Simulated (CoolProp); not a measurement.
Properties of carbon monoxide along the isobar 1.01 bar (Tc = 132.9 K, pc = 34.98 bar, ω = 0.050).

The numbers come from the reference Helmholtz-energy equation of state, Lemmon 2006 in CoolProp. It is a short technical equation, of lower accuracy than the large ones.

```json
[
 {"T (K)": "119.6", "phase": "gas", "density (kg/m³)": "2.883", "isothermal compressibility (1/MPa)": "10.03", "expansivity (1/kK)": "8.687"},
 {"T (K)": "129.7", "phase": "gas", "density (kg/m³)": "2.651", "isothermal compressibility (1/MPa)": "10.01", "expansivity (1/kK)": "7.948"},
 {"T (K)": "139.8", "phase": "gas", "density (kg/m³)": "2.454", "isothermal compressibility (1/MPa)": "9.985", "expansivity (1/kK)": "7.332"},
 {"T (K)": "149.9", "phase": "gas", "density (kg/m³)": "2.285", "isothermal compressibility (1/MPa)": "9.969", "expansivity (1/kK)": "6.809"},
 {"T (K)": "160", "phase": "gas", "density (kg/m³)": "2.138", "isothermal compressibility (1/MPa)": "9.956", "expansivity (1/kK)": "6.358"},
 {"T (K)": "170.1", "phase": "gas", "density (kg/m³)": "2.009", "isothermal compressibility (1/MPa)": "9.946", "expansivity (1/kK)": "5.965"},
 {"T (K)": "180.2", "phase": "gas", "density (kg/m³)": "1.895", "isothermal compressibility (1/MPa)": "9.938", "expansivity (1/kK)": "5.619"},
 {"T (K)": "190.3", "phase": "gas", "density (kg/m³)": "1.794", "isothermal compressibility (1/MPa)": "9.932", "expansivity (1/kK)": "5.312"},
 {"T (K)": "200.4", "phase": "gas", "density (kg/m³)": "1.702", "isothermal compressibility (1/MPa)": "9.927", "expansivity (1/kK)": "5.037"},
 {"T (K)": "210.5", "phase": "gas", "density (kg/m³)": "1.620", "isothermal compressibility (1/MPa)": "9.923", "expansivity (1/kK)": "4.790"},
 {"T (K)": "220.6", "phase": "gas", "density (kg/m³)": "1.545", "isothermal compressibility (1/MPa)": "9.919", "expansivity (1/kK)": "4.566"},
 {"T (K)": "230.6", "phase": "gas", "density (kg/m³)": "1.478", "isothermal compressibility (1/MPa)": "9.916", "expansivity (1/kK)": "4.364"},
 {"T (K)": "240.7", "phase": "gas", "density (kg/m³)": "1.415", "isothermal compressibility (1/MPa)": "9.913", "expansivity (1/kK)": "4.178"},
 {"T (K)": "250.8", "phase": "gas", "density (kg/m³)": "1.358", "isothermal compressibility (1/MPa)": "9.911", "expansivity (1/kK)": "4.007"},
 {"T (K)": "260.9", "phase": "gas", "density (kg/m³)": "1.305", "isothermal compressibility (1/MPa)": "9.909", "expansivity (1/kK)": "3.850"},
 {"T (K)": "271", "phase": "gas", "density (kg/m³)": "1.256", "isothermal compressibility (1/MPa)": "9.908", "expansivity (1/kK)": "3.705"}
]
```
